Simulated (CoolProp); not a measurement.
Model: reference Helmholtz-energy equation of state, Penoncello 2003, in CoolProp.

Q: Give the vapour pressure (MPa), liquid density (kg/m³), enthalpy of vaporisation (kJ/kg), vapour Z of saturated CHF3 (R23) at -53.95, -39.65 °C.

A: 
```csv
T (°C),p (MPa),liquid density (kg/m³),enthalpy of vaporisation (kJ/kg),vapour Z
-53.95,0.406,1330,214,0.896
-39.65,0.716,1270,199,0.850
```
